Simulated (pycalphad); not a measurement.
All values are pycalphad results on the COST 507 light-alloy database (1999) (1 atm), not direct measurements. The database dates from 1999; later assessments differ in places, in temperatures and in the compounds included. Phase fractions are per mole of atoms.

Problem. Give the equilibrium state of Sn-76.9Si (at.%) at 1270 K.

Solution. 
```
T = 1270.00 K, P = 101325 Pa, N = 1 mol of atoms
G = -57170 J/mol, H = 27216 J/mol, S = 66.45 J/(mol K)  (SER reference)
chemical potentials (J/mol): Sn -100828, Si -44055
phase             fraction      x(Sn)      x(Si)
DIAMOND_A4          0.7618    3.7e-07     1.0000
LIQUID              0.2382     0.9698     0.0302
```

DIAMOND_A4 is diamond (Si).
